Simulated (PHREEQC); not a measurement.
2.2 g of hydrous ferric oxide (600 m²/g; 0.2 weak and 0.005 strong sites per Fe, Dzombak-Morel constants, diffuse double layer) in 1 kg of water with 0.05 mol/kgw of an inert sodium salt and 4.8e-05 mol/kgw CaCl2 and 0.0018 mol/kgw Na2HAsO4, at 25 °C; the pH is set by adding NaOH or the inert anion's acid. O2 is buffered at 0.21 atm. CO2 from the air is kept out. Precipitation was switched off in this run.

The series has 13 steps of pH, from 3 to 11.

All values are PHREEQC results (ion-association model, wateq4f.dat), not measurements.

Problem. Near which pH is half of the Ca sorbed, and on which side is more sorbed?

Solution. Near pH 6.9, with more sorbed at higher pH.

Problem. Near which pH is half of the As sorbed, and on which side is more sorbed?

Solution. Near pH 9.8, with more sorbed at lower pH.

Problem. At which pH does the surface charge pass through zero?

Solution. Near pH 7.0.

Species that the database lacks are ignored. The database has no arsenate complexes of Ca. The oxide is taken as insoluble; below pH 4 it would dissolve.
